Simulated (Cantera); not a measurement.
Feed: 1 mol SiH₄, 0.13 mol C₂H₂, 5 mol H₂, at 1400 °C and 0.133 bar.

Method: chemical equilibrium by Gibbs-energy minimisation in Cantera with the NASA 1993 tables (ideal gas, pure condensed phases). Candidate condensed phases: C, C₆H₆, C₇H₈, C₈H₁₈, Si, SiC; 87 gas species. Mutual solubility and eutectic melting of coexisting phases are not modelled. Gases not in the tables: Si₂H₆ and higher silanes. The numbers say what is thermodynamically allowed, not how fast it happens.

Task: What is the equilibrium state?

Result: 
```
Item                                       Result
--------------------------------------  ---------
x(H₂)                                       1.000
x(H)                                     0.000312
x(SiH₂)                                   1.10e-5
x(Si)                                     3.13e-6
x(CH₄)                                    2.16e-6
x(SiH)                                    1.93e-6
n(Si(s))                                0.740 mol
n(SiC(s))                               0.260 mol
gas amount                              7.131 mol
log10 activity of C(graphite) (absent)      -1.87
```
